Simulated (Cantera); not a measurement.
Cantera run:

```python
import numpy as np
import cantera as ct

gas_names = """
    C CH CH2 CH3 CH4 C2 C2H C2H2,acetylene C2H2,vinylidene C2H3,vinyl C2H4 C2H5 C2H6 C3 C3H3,propargyl
    C3H4,allene C3H4,propyne C3H4,cyclo- C3H5,allyl C3H6,propylene C3H6,cyclo- C3H7,n-propyl
    C3H7,i-propyl C3H8 C4 C4H2 C4H4,1,3-cyclo- C4H6,butadiene C4H6,2-butyne C4H6,cyclo- C4H8,1-butene
    C4H8,cis2-buten C4H8,tr2-butene C4H8,isobutene C4H8,cyclo- C4H9,n-butyl C4H9,i-butyl C4H9,s-butyl
    C4H9,t-butyl C4H10,isobutane C4H10,n-butane C5 C5H6,1,3cyclo- C5H8,cyclo- C5H10,1-pentene
    C5H10,cyclo- C5H11,pentyl C5H11,t-pentyl C5H12,n-pentane C5H12,i-pentane CH3C(CH3)2CH3 C6H2
    C6H5,phenyl C6H6 C6H10,cyclo- C6H12,1-hexene C6H12,cyclo- C6H13,n-hexyl C7H7,benzyl C7H8
    C7H14,1-heptene C7H15,n-heptyl C7H16,n-heptane C8H8,styrene C8H10,ethylbenz C8H16,1-octene
    C8H17,n-octyl C8H18,isooctane C8H18,n-octane C9H19,n-nonyl C10H8,naphthale C10H21,n-decyl
    C12H9,o-bipheny C12H10,bipheny H H2 Si SiC SiC2 SiC4H12 SiH SiH2 SiH3 SiH4 Si2 Si2C Si3
""".split()
cond_names = """
    C(gr) C6H6(L) C7H8(L) C8H18(L),n-octa Si(cr) Si(L) SiC(b)
""".split()


def load(file, names, dense=False):
    # The tables refer to 1 bar. Condensed volumes are neglected.
    table = {s.name: s for s in ct.Species.list_from_file(file)}
    out = []
    for n in names:
        d = dict(table[n].input_data)
        d["thermo"] = dict(d["thermo"], **{"reference-pressure": 1e5})
        if dense:
            d["equation-of-state"] = {"model": "constant-volume", "density": "1e6 g/cm^3"}
        out.append(ct.Species.from_dict(d))
    return out


gas = ct.Solution(thermo="ideal-gas", species=load("nasa_gas.yaml", gas_names))
cond = {s.name: ct.Solution(thermo="fixed-stoichiometry", species=[s], name=s.name)
        for s in load("nasa_condensed.yaml", cond_names, dense=True)}
atoms = {
    'SiH4': {'Si': 1, 'H': 4},
    'CH4': {'C': 1, 'H': 4},
    'H2': {'H': 2},
}
top_T = {'C(gr)': 4500, 'SiC(b)': 3050}  # K; cautious upper limits of use, not melting points


def equilibrate(T, P, feed):
    n = {}
    for name, mol in feed.items():
        for a, k in atoms[name].items():
            n[a] = n.get(a, 0.0) + k * mol
    gas.TPX = T, P, n
    mass = sum(n.values()) * gas.mean_molecular_weight
    gas.equilibrate("TP")
    valid = [c for c in cond.values() if c.min_temp <= T <= top_T.get(c.name, c.max_temp)]
    mix = ct.Mixture([(gas, mass / gas.mean_molecular_weight)] + [(c, 0.0) for c in valid])
    mix.T, mix.P = T, P
    mix.equilibrate("TP", solver="vcs", rtol=1e-11, max_steps=5000)
    return mix


results = []
feed = {'SiH4': 1, 'CH4': 0.21, 'H2': 1.7}  # mol
P = 160  # Pa
for T in [1475, 1525, 1575, 1625, 1675, 1725, 1775, 1825, 1875, 1925]:
    mix = equilibrate(T, P, feed)
    results.append((T, P, feed, dict(zip(mix.species_names, mix.species_moles))))

top = {s: max(r[3][s] / sum(r[3][g] for g in gas_names) for r in results) for s in gas_names}
cols = sorted((s for s in top if top[s] > 0.001), key=lambda s: -top[s])[:9]
seen = [c for c in cond_names if any(r[3].get(c, 0) > 1e-12 for r in results)]
print("log10 of partial pressures in bar; condensed amounts in mol")
print(f"{'T/K':>10s}" + "".join(f"{s[:9]:>10s}" for s in cols + seen))
for T, P, feed, n in results:
    ng = sum(n[g] for g in gas_names)
    print(f"{T:10.4g}" + "".join(f"{np.log10(max(n[s] / ng * P / 1e5, 1e-99)):10.3f}" for s in cols)
          + "".join(f"{n.get(c, 0):10.4g}" for c in seen))
```

It prints:

```
log10 of partial pressures in bar; condensed amounts in mol
       T/K        H2         H        Si    Si(cr)     Si(L)    SiC(b)
      1475    -2.796    -6.285    -8.240      0.79         0      0.21
      1525    -2.796    -6.024    -7.724    0.7899         0      0.21
      1575    -2.796    -5.780    -7.241    0.7898         0      0.21
      1625    -2.797    -5.550    -6.788    0.7895         0      0.21
      1675    -2.797    -5.334    -6.363    0.7887         0      0.21
      1725    -2.798    -5.130    -5.993         0    0.7871      0.21
      1775    -2.800    -4.938    -5.659         0    0.7838    0.2099
      1825    -2.802    -4.757    -5.342         0    0.7772    0.2099
      1875    -2.806    -4.586    -5.043         0    0.7644    0.2096
      1925    -2.811    -4.425    -4.759         0    0.7404    0.2091
```

These are equilibrium values from Cantera (NASA tables, ideal gas, pure condensed phases), not measurements of a reactor. Mutual solubility and eutectic melting of coexisting phases are not modelled. Gases not in the tables: Si2H6 and higher silanes.
